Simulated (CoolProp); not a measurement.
A single-stage vapour-compression cycle with isobutane: evaporating at 218.15 K (dew point), condensing at 265.15 K (bubble point), superheat 0 K, subcooling 5 K, compressor efficiency 0.8, no pressure losses. Each further row changes one setting.

The numbers come from the reference Helmholtz-energy equation of state, Bücker 2006 in CoolProp.

| case | cooling COP | pressure ratio | discharge temperature (K) | refrigerating effect (kJ/kg) | volumetric capacity (kJ/m³) |
|---|---|---|---|---|---|
| as stated | 3.24 | 9.31 | 286.6 | 311 | 127 |
| evaporating temperature 223.15 K | 3.79 | 6.97 | 283.1 | 318 | 169 |
| condensing temperature 260.15 K | 3.71 | 7.67 | 280.6 | 322 | 131 |
| subcooling 10 K | 3.36 | 9.31 | 286.6 | 322 | 131 |
| superheat 10 K | 3.24 | 9.31 | 297.2 | 325 | 126 |
| compressor efficiency 0.7 | 2.84 | 9.31 | 294.9 | 311 | 127 |
